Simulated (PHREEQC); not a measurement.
Make-up at 25 °C: 1.8 mol NaCl and 0.06 mol Na2SO4 per kg of water. Closed to the air; pH follows from the charge balance.

Computed with PHREEQC (Pitzer model, pitzer.dat).

No solid was allowed to form.

Predict the activity of water.

activity of water 0.937.
